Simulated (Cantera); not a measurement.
## Pb + O₂ + N₂ (iron carbonyl, mercury and lead vapours)

Input: 1 mol Pb, 0.021 mol O₂, 12 mol N₂, held at 700 °C and 10000 Pa.

Equilibrium computed with Cantera from the NASA thermochemical tables; the gas is ideal and each condensed phase is pure. Candidate condensed phases: Pb, PbO, PbO₂, Pb₃O₄; 12 gas species. Equilibrium is a limit: real reactors are often held back by kinetics, nucleation or transport.

```yaml
x(N₂): 1.000
x(Pb): 8.75e-5
x(PbO): 1.21e-6
n(Pb(l)): 0.957 mol
n(PbO(yellow)): 0.0420 mol
gas_amount: 12.00 mol
log10 activity of PbO₂(s) (absent): -8.60
```
